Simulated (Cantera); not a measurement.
# Low-pressure radical oxidation in H2/O2

An isothermal, constant-pressure homogeneous reactor starts with 32.4 % H2, 67.6 % O2, equivalence ratio 0.24, at 925 K and 0.00780 atm.

Cantera simulation using the H2/O2 subset of GRI-Mech 3.0, which has no nitrogen chemistry; the numbers are that mechanism's predictions, not measurements. Radical loss at walls, strong at low pressure, is not modelled. Below about 950 K walls govern HO2 and H2O2 in real vessels. The temperature is held fixed by assumption; the heat of reaction is taken as removed at once.

```tsv
t (s)	x H2	x O2	x H2O2	x O	x OH
0.000100	0.324	0.676	<1e-12	1.03e-12	<1e-12
0.000224	0.324	0.676	<1e-12	4.53e-12	1.90e-12
0.000502	0.324	0.676	<1e-12	1.99e-11	6.74e-12
0.00112	0.324	0.676	<1e-12	1.20e-10	3.74e-11
0.00252	0.324	0.676	<1e-12	2.73e-9	8.35e-10
0.00564	0.324	0.676	5.39e-11	2.30e-6	7.03e-7
0.0126	0.0480	0.570	2.13e-7	0.0282	0.00524
0.0283	0.00707	0.604	4.54e-7	0.00760	0.00246
0.0634	0.000900	0.612	4.54e-7	0.000728	0.000533
0.142	0.000157	0.613	2.88e-7	9.94e-5	0.000179
0.318	3.03e-5	0.613	1.52e-7	1.95e-5	8.08e-5
0.712	5.61e-6	0.613	7.56e-8	4.61e-6	4.02e-5
1.59	1.04e-6	0.613	3.75e-8	1.28e-6	2.14e-5
3.57	2.26e-7	0.613	1.91e-8	4.16e-7	1.22e-5
8.00	6.58e-8	0.613	1.00e-8	1.52e-7	7.34e-6
```
x: mole fraction; the columns are a selection and need not sum to one.

Equilibrium at this temperature and pressure: H2 4.37e-11, O2 0.613, H2O2 2.69e-11, O 1.19e-10, OH 2.04e-7 (gas phase only).
